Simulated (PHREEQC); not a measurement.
Solution (9.7 °C): 0.0054 mol Pb(NO3)2 per kg of water. Closed to the air; pH follows from the charge balance.

The numbers come from PHREEQC with the ion-association model, phreeqc.dat.

| quantity | before | after |
|---|---|---|
| pH | 5.07 | 4.71 |
| ionic strength (mol/kgw) | 0.0153 | 0.0688 |
| NO3- (mol/kgw) | 0.0103 | 0.0479 |
| Pb+2 (mol/kgw) | 0.00493 | 0.0209 |
| PbNO3+ (mol/kgw) | 0.000462 | 0.00611 |
| PbOH+ (mol/kgw) | 7.93e-6 | 1.10e-5 |
| SI of Pb(OH)2 (Pb(OH)2) | -1.07 | -1.34 |

**Question.** What was changed between the two runs?
A. diluted 10-fold with water
B. Pb(NO3)2 from 0.0054 to 0.027 mol/kgw
C. diluted 5-fold with water
D. Pb(NO3)2 from 0.0054 to 0.00054 mol/kgw
E. Pb(NO3)2 from 0.0054 to 0.0081 mol/kgw

**Answer.** B, Pb(NO3)2 from 0.0054 to 0.027 mol/kgw

This is a speciation only: nothing precipitates in the calculation. Constants without temperature data keep their 25 °C values here.
